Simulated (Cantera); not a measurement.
Cantera run:

```python
import numpy as np
import cantera as ct

gas_names = """
    C CO CO2 C2 C2O C3 C3O2 C4 C5 O O2 O3
""".split()
cond_names = """
    C(gr)
""".split()


def load(file, names, dense=False):
    # The tables refer to 1 bar. Condensed volumes are neglected.
    table = {s.name: s for s in ct.Species.list_from_file(file)}
    out = []
    for n in names:
        d = dict(table[n].input_data)
        d["thermo"] = dict(d["thermo"], **{"reference-pressure": 1e5})
        if dense:
            d["equation-of-state"] = {"model": "constant-volume", "density": "1e6 g/cm^3"}
        out.append(ct.Species.from_dict(d))
    return out


gas = ct.Solution(thermo="ideal-gas", species=load("nasa_gas.yaml", gas_names))
cond = {s.name: ct.Solution(thermo="fixed-stoichiometry", species=[s], name=s.name)
        for s in load("nasa_condensed.yaml", cond_names, dense=True)}
atoms = {
    'C': {'C': 1},
    'O2': {'O': 2},
}
top_T = {'C(gr)': 4500}  # K; cautious upper limits of use, not melting points


def equilibrate(T, P, feed):
    n = {}
    for name, mol in feed.items():
        for a, k in atoms[name].items():
            n[a] = n.get(a, 0.0) + k * mol
    gas.TPX = T, P, n
    mass = sum(n.values()) * gas.mean_molecular_weight
    gas.equilibrate("TP")
    valid = [c for c in cond.values() if c.min_temp <= T <= top_T.get(c.name, c.max_temp)]
    mix = ct.Mixture([(gas, mass / gas.mean_molecular_weight)] + [(c, 0.0) for c in valid])
    mix.T, mix.P = T, P
    mix.equilibrate("TP", solver="vcs", rtol=1e-11, max_steps=5000)
    return mix


results = []
feed = {'C': 1, 'O2': 0.29}  # mol
T = 675  # K
P = 13332.2  # Pa
mix = equilibrate(T, P, feed)
results.append((T, P, feed, dict(zip(mix.species_names, mix.species_moles))))
print(gas.report(threshold=0.001))
for i in range(1, mix.n_phases):
    print(f"{mix.phase(i).name:16s} {mix.phase_moles(i):12.5e} mol")
```

Result:

```
       temperature   675 K
          pressure   13332 Pa
           density   0.10361 kg/m^3
  mean mol. weight   43.616 kg/kmol
   phase of matter   gas

                          1 kg             1 kmol
                     ---------------   ---------------
          enthalpy       -8.4869e+06       -3.7017e+08  J
   internal energy       -8.6156e+06       -3.7578e+08  J
           entropy            6098.5        2.6599e+05  J/K
    Gibbs function       -1.2603e+07       -5.4971e+08  J
 heat capacity c_p            1114.9             48628  J/K
 heat capacity c_v            924.29             40314  J/K

                      mass frac. Y      mole frac. X     chem. pot. / RT
                     ---------------   ---------------   ---------------
                CO          0.015772          0.024559           -50.106
               CO2           0.98423           0.97544           -99.153
     [  +10 minor]        6.4389e-21        4.1281e-21

C(gr)             7.06395e-01 mol
```

Method: chemical equilibrium by Gibbs-energy minimisation in Cantera with the NASA 1993 tables (ideal gas, pure condensed phases).
